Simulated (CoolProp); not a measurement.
Values from CoolProp's reference Helmholtz-energy equation of state, Zhou 2012.

Task: For o-xylene, give the phase and the isothermal compressibility (1/MPa), expansivity (1/kK), Prandtl number at 346.85 °C and 11.2 MPa; 346.85 °C and 14.9 MPa; 346.85 °C and 16.2 MPa.

Result: 
- 346.85 °C and 11.2 MPa: liquid; isothermal compressibility 0.0122, expansivity 2.50, Prandtl number 3.32
- 346.85 °C and 14.9 MPa: liquid; isothermal compressibility 0.00865, expansivity 2.02, Prandtl number 3.51
- 346.85 °C and 16.2 MPa: liquid; isothermal compressibility 0.00786, expansivity 1.91, Prandtl number 3.56

Viscosity comes from a separate model (Cao 2016). Thermal conductivity comes from a separate model (Mylona 2014).
